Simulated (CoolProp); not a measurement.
Oxygen at 293.15 K and 1.65 MPa flows at 0.2 m/s in a round tube of 100 mm bore and 45 µm roughness, fully developed (64/Re and Nu = 3.66 if laminar; Colebrook and Gnielinski if turbulent). Each further row changes one setting.

Model: reference Helmholtz-energy equation of state, Schmidt 1985, in CoolProp.

```csv
case,Reynolds number,Darcy friction factor,pressure drop (Pa/m),heat-transfer coefficient (W/(m² K)),mass flow (kg/h)
as stated,21300,0.0265,0.116,15.2,(withheld)
velocity 0.4 m/s,42500,(withheld),0.404,(withheld),(withheld)
diameter 200 mm,42500,0.0224,(withheld),13.0,(withheld)
```

Problem. What belongs in the gaps?

Solution. 
- as stated, mass flow (kg/h): 124
- velocity 0.4 m/s, Darcy friction factor: 0.0231
- velocity 0.4 m/s, heat-transfer coefficient (W/(m² K)): 26.8
- velocity 0.4 m/s, mass flow (kg/h): 248
- diameter 200 mm, pressure drop (Pa/m): 0.0490
- diameter 200 mm, mass flow (kg/h): 496

Viscosity comes from a separate model (Lemmon 2004). Thermal conductivity comes from a separate model (Lemmon 2004).
